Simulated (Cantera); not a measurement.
Input: 1 mol SiHCl₃, 1 mol C₃H₈, 620 mol H₂, held at 1150 K.

Method: chemical equilibrium by Gibbs-energy minimisation in Cantera with the NASA 1993 tables (ideal gas, pure condensed phases). Candidate condensed phases: C, C₆H₆, C₇H₈, C₈H₁₈, Si, SiC; 109 gas species. Rates play no part.

x: gas mole fraction; n: condensed amount in mol.

```csv
P (Pa),x H₂,x HCl,x CH₄,x H,n C(graphite),n SiC(s)
100,0.995,0.00479,2.32e-5,2.35e-6,1.99,1.000
400,0.995,0.00479,…,…,1.94,1.000
1600,0.995,0.00479,0.000371,5.88e-7,1.77,1.000
6300,0.994,0.00480,…,…,…,1.000
25000,0.992,0.00481,0.00321,1.49e-7,0,1.000
100000,0.992,0.00480,0.00321,7.43e-8,0,0.998
```

### Question
What belongs in the gaps?

### Answer

- 6300, x CH₄: 0.00146
- 6300, x H: 2.96e-7
- 6300, n C(graphite): 1.09
- 400, x CH₄: 9.27e-5
- 400, x H: 1.18e-6
